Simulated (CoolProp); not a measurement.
Vapour-liquid equilibrium of acetone (1) + n-heptane (2) at 169.25 °C; x and y are mole fractions of (1).

Computed with CoolProp (multi-fluid Helmholtz-energy mixture model, Lemmon 2006 and Span 2003; pair parameters Bell 2016).

```tsv
x	bubble pressure, mixture model (kPa)	bubble pressure, Raoult's law (kPa)	y, mixture model	y, Raoult's law
0.05	677.6	610.8	?	0.134
0.125	837.2	692.1	?	0.296
0.2	973.6	773.3	?	0.424
0.275	?	854.5	0.540	0.528
0.35	1190	935.8	0.598	0.613
0.425	1276	1017	0.646	0.685
0.5	1351	1098	?	0.747
0.575	1418	1180	0.727	0.799
0.65	1477	1261	0.766	0.845
0.725	?	1342	0.805	0.886
0.8	1573	1423	0.848	0.922
0.875	1609	1504	?	0.954
0.95	?	1586	0.955	0.982
```

Problem. Complete the blanks.

Solution. 
- 0.05, y, mixture model: 0.185
- 0.125, y, mixture model: 0.356
- 0.2, y, mixture model: 0.464
- 0.275, bubble pressure, mixture model (kPa): 1090
- 0.5, y, mixture model: 0.688
- 0.725, bubble pressure, mixture model (kPa): 1529
- 0.875, y, mixture model: 0.897
- 0.95, bubble pressure, mixture model (kPa): 1633

The largest gap from Raoult's law is +27.6 % in bubble pressure, at x = 0.275. No azeotrope shows between x = 0.05 and 0.95.

Pair parameters are fitted to limited data, so mixtures are less certain than the pure fluids.
